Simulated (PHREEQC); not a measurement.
## Brine: speciation

A solution holds 2.2 mol/kgw NaBr, 0.27 mol/kgw SrCl2 and 0.0019 mol/kgw H4SiO4, at 25 °C. It is in equilibrium with CO2 at log p = 0 (atm). Otherwise closed; pH follows from the charge balance.

All values are PHREEQC results (Pitzer model, pitzer.dat), not measurements.

Each row changes one thing in this solution. This is a speciation only: nothing precipitates in the calculation.

```csv
case,pH,HCO3- (mol/kgw),CO3-2 (mol/kgw),SI of Halite (NaCl),SI of Nahcolite (NaHCO3)
as made,3.53,0.000151,4.95e-10,-1.76,-3.60
H4SiO4 left out,3.53,0.000151,4.95e-10,-1.76,-3.60
diluted 10-fold with water,3.88,0.000165,2.45e-10,-3.80,-4.32
diluted 5-fold with water,3.83,0.000174,3.29e-10,-3.24,-4.08
SrCl2 from 0.27 to 1.35 mol/kgw,3.29,0.000112,1.55e-9,-0.80,-3.66
NaBr from 2.2 to 0.44 mol/kgw,3.74,0.000198,7.61e-10,-2.56,-4.17
```

Some of these states are supersaturated (in SiO2(a), for instance). In brines, pH and single-ion activities rest on the MacInnes convention.
